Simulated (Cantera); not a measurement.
Input: 1 mol Fe2O3, a varied amount of C, 0.41 mol CO, at 2600 K and 28.0 mbar.

These are equilibrium values from Cantera (NASA tables, ideal gas, pure condensed phases), not measurements of a reactor. Candidate condensed phases: C, Fe, Fe(CO)5, FeO, Fe2O3, Fe3O4; 15 gas species. The tables' stoichiometric FeO is somewhat more stable than real wüstite, so its field is too wide. FeO: taken at fixed stoichiometry. Kinetics and transport are ignored.

**Question.** Which condensed phases are stable at each of these points (n(C) (mol)): 0.46, 0.72, 0.98, 1.2, 1.5, 1.8, 2?

**Answer.** 
```tsv
n(C) (mol)	condensed phases	Fe condensed (%)
0.46	FeO(l)	82.5
0.72	FeO(l)	71.1
0.98	FeO(l)	55.9
1.2	FeO(l)	41.4
1.5	FeO(l)	20.6
1.8	gas only	0.0
2	gas only	0.0
```

From 0.46 mol C to 1.5 mol C the condensed part is FeO(l). From 1.8 mol C to 2 mol C nothing is condensed.
